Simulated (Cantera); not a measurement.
**S + H2O (abatement and gas-phase synthesis)**

Input: 1 mol S, a varied amount of H2O, held at 2298 K and 1.33 mbar.

These are equilibrium values from Cantera (NASA tables, ideal gas, pure condensed phases), not measurements of a reactor. Candidate condensed phases: H2O, H2SO4, S; 19 gas species. Rates play no part.

```tsv
n(H2O) (mol)	log p H2	log p S2	log p S	log p H2O	log p SO	log p H	log p SO2	log p SH	log p OH
0.22	-3.72	-3.43	-3.47	-4.62	-3.69	-3.88	-4.47	-4.47	-5.57
0.39	-3.57	-3.62	-3.57	-4.29	-3.62	-3.80	-4.22	-4.49	-5.32
0.55	-3.49	-3.79	-3.65	-4.11	-3.59	-3.77	-4.09	-4.54	-5.18
0.71	-3.45	-3.94	-3.73	-3.99	-3.59	-3.74	-4.01	-4.59	-5.08
0.87	-3.42	-4.09	-3.80	-3.89	-3.60	-3.73	-3.95	-4.65	-5.00
1	-3.41	-4.20	-3.86	-3.83	-3.61	-3.72	-3.92	-4.70	-4.94
1.2	-3.39	-4.38	-3.95	-3.75	-3.63	-3.71	-3.88	-4.78	-4.87
1.4	-3.38	-4.55	-4.04	-3.68	-3.66	-3.71	-3.84	-4.86	-4.81
1.5	-3.38	-4.64	-4.08	-3.66	-3.68	-3.71	-3.83	-4.91	-4.78
1.7	-3.38	-4.81	-4.16	-3.60	-3.71	-3.71	-3.81	-4.99	-4.72
1.8	-3.38	-4.89	-4.21	-3.58	-3.73	-3.71	-3.81	-5.03	-4.70
```
log p: log10 of the partial pressure in bar; nothing condenses.

From 0.22 mol H2O to 1.8 mol H2O nothing is condensed.
